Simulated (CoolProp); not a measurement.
Computed with CoolProp (reference Helmholtz-energy equation of state, Lemmon 2006). It is a short technical equation, of lower accuracy than the large ones.

Problem. For n-nonane, give the phase and the Z, cp (kJ/(kg K)), speed of sound (m/s), fugacity coefficient at 600 K and 2.46 bar; 600 K and 60.2 bar.

Solution. 
- 600 K and 2.46 bar: gas; Z 0.963, cp 2.88, speed of sound 192, fugacity coefficient 0.964
- 600 K and 60.2 bar: supercritical; Z 0.358, cp 3.49, speed of sound 310, fugacity coefficient 0.328
